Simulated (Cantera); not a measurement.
Cantera run, input and output.

```python
import numpy as np
import cantera as ct

gas = ct.Solution("h2o2.yaml")
gas.TPX = 1325, 100000, {'H2': 1.7, 'O2': 1, 'N2': 2.8}
reactor = ct.IdealGasConstPressureReactor(gas, energy="off", clone=False)
net = ct.ReactorNet([reactor])
net.rtol, net.atol = 1e-08, 1e-18
show = ['H2', 'O2', 'OH', 'O', 'H2O']
times = np.geomspace(0.0008, 10, 15)

steps = ct.SolutionArray(gas, extra=["t"])
rows = []
print(f"{'t/s':>10s}{'T/K':>9s}{'P/Pa':>11s}" + "".join(f"{s:>11s}" for s in show))
for t in times:
    while net.time < t:
        t_next = net.step()
        steps.append(gas.state, t=t_next)
    rows.append([np.interp(t, steps.t, y) for y in (steps.T, steps.P, *steps(*show).X.T)])
    print(f"{t:10.3e}{rows[-1][0]:9.1f}{rows[-1][1]:11.4g}" + "".join(f"{x:11.3e}" for x in rows[-1][2:]))
rate = np.gradient(steps.T, steps.t)
print("integrator steps:", len(steps.t))
if steps.T.max() > steps.T[0] + 200:
    print(f"time of steepest temperature rise: {steps.t[rate.argmax()]:.4e} s")
gas.TPX = 1325, 100000, {'H2': 1.7, 'O2': 1, 'N2': 2.8}
gas.equilibrate("TP")
print(f"equilibrium (TP): T = {gas.T:.1f} K  " + "  ".join(f"{s} {gas[s].X[0]:.3e}" for s in show))
```

It prints:

```
       t/s      T/K       P/Pa         H2         O2         OH          O        H2O
 8.000e-04   1325.0      1e+05  1.460e-04  3.225e-02  2.593e-04  1.298e-05  3.653e-01
 1.569e-03   1325.0      1e+05  3.888e-05  3.223e-02  1.517e-04  4.200e-06  3.655e-01
 3.079e-03   1325.0      1e+05  1.078e-05  3.224e-02  9.347e-05  1.553e-06  3.655e-01
 6.039e-03   1325.0      1e+05  3.548e-06  3.224e-02  6.054e-05  6.469e-07  3.656e-01
 1.185e-02   1325.0      1e+05  1.448e-06  3.225e-02  4.108e-05  2.978e-07  3.656e-01
 2.324e-02   1325.0      1e+05  7.046e-07  3.225e-02  2.912e-05  1.499e-07  3.656e-01
 4.559e-02   1325.0      1e+05  4.113e-07  3.225e-02  2.185e-05  8.458e-08  3.656e-01
 8.944e-02   1325.0      1e+05  3.043e-07  3.225e-02  1.807e-05  5.795e-08  3.656e-01
 1.755e-01   1325.0      1e+05  2.775e-07  3.225e-02  1.687e-05  5.053e-08  3.656e-01
 3.442e-01   1325.0      1e+05  2.749e-07  3.225e-02  1.675e-05  4.980e-08  3.656e-01
 6.752e-01   1325.0      1e+05  2.749e-07  3.225e-02  1.675e-05  4.979e-08  3.656e-01
 1.325e+00   1325.0      1e+05  2.749e-07  3.225e-02  1.675e-05  4.979e-08  3.656e-01
 2.599e+00   1325.0      1e+05  2.749e-07  3.225e-02  1.675e-05  4.979e-08  3.656e-01
 5.098e+00   1325.0      1e+05  2.749e-07  3.225e-02  1.675e-05  4.979e-08  3.656e-01
 1.000e+01   1325.0      1e+05  2.749e-07  3.225e-02  1.675e-05  4.979e-08  3.656e-01
integrator steps: 1651
equilibrium (TP): T = 1325.0 K  H2 2.749e-07  O2 3.225e-02  OH 1.675e-05  O 4.979e-08  H2O 3.656e-01
```

Model: the H2/O2 subset of GRI-Mech 3.0, which has no nitrogen chemistry, integrated in Cantera. The temperature is held fixed by assumption; the heat of reaction is taken as removed at once.
